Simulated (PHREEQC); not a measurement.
Make-up at 70 °C: 0.025 mol CuSO4 and 9.9e-05 mol FeCl3 per kg of water. Closed to the air; pH follows from the charge balance.

All values are PHREEQC results (ion-association model, wateq4f.dat), not measurements.

This is a speciation only: nothing precipitates in the calculation.

Problem. Estimate the pH, ionic strength.

Solution. pH 4.12; ionic strength 0.0594 mol/kgw.

Problem. In which forms is Cl present?

Solution. Cl- 90 %, CuCl+ 10 % of the Cl.

Saturation is exceeded, for instance for Hematite (slow to form), Goethite (slow to form); the values hold only as long as no solid forms. Away from 25 °C the constants follow the database's enthalpies or fits; those with neither stay at their 25 °C values.
